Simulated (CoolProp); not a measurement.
Properties of fluorine at several states (Tc = -128.7 °C, pc = 52.40 bar, ω = 0.045).

Values from CoolProp's reference Helmholtz-energy equation of state, de Reuck 1990.

| T (°C) | p (bar) | phase | cp (kJ/(kg K)) | isothermal compressibility (1/MPa) |
|---|---|---|---|---|
| -122.45 | 2.74 | gas | 0.7915 | 3.706 |
| -23.75 | 17.5 | gas | 0.8296 | 0.5814 |
| -97.65 | 140 | supercritical | 2.268 | 0.07007 |
